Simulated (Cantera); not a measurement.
Input: 1 mol PbO, 0.014 mol H2O, equilibrated at 1350 Torr.

Equilibrium computed with Cantera from the NASA thermochemical tables; the gas is ideal and each condensed phase is pure. Candidate condensed phases: H2O, Pb, PbO, PbO2, Pb3O4; 12 gas species. Gases not in the tables: (PbO)n polymers. Kinetics and transport are ignored.

Which condensed phases are stable at each of these points (T (K)): 748, 823, 898, 973, 1048, 1123, 1198, 1273, 1348, 1423, 1498, 1573, 1648, 1723?


```tsv
T (K)	condensed phases	Pb condensed (%)
748	PbO(red)	100.0
823	PbO(yellow)	100.0
898	PbO(yellow)	100.0
973	PbO(yellow)	100.0
1048	PbO(yellow)	100.0
1123	PbO(yellow)	100.0
1198	PbO(l)	100.0
1273	PbO(l)	100.0
1348	PbO(l)	100.0
1423	PbO(l)	100.0
1498	PbO(l)	100.0
1573	PbO(l)	100.0
1648	PbO(l)	100.0
1723	PbO(l)	99.9
```

At 748 K the condensed part is PbO(red). From 823 K to 1123 K the condensed part is PbO(yellow). From 1198 K to 1723 K the condensed part is PbO(l).
